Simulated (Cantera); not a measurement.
Mixture: H₂ : O₂ : N₂ = 1 : 0.455 : 1.71 (molar parts), equivalence ratio 1.1, at 1.00 atm, adiabatic and at constant volume. Ignition delay is the time to a rise of 400 K.

Model: the H2/O2 subset of GRI-Mech 3.0, which has no nitrogen chemistry, integrated in Cantera. Where the delays flatten at high temperature, the 400 K rule measures the pace of heat release, not the induction time.

Q: Predict: delay at 1125 K; delay at 1200 K; delay at 1275 K; delay at 1350 K; delay at 1425 K; delay at 1500 K; delay at 1575 K.

A: 
```json
{
  "delay at 1125 K": "71.2 µs",
  "delay at 1200 K": "44.5 µs",
  "delay at 1275 K": "30.8 µs",
  "delay at 1350 K": "22.9 µs",
  "delay at 1425 K": "18.1 µs",
  "delay at 1500 K": "15.0 µs",
  "delay at 1575 K": "13.1 µs"
}
```
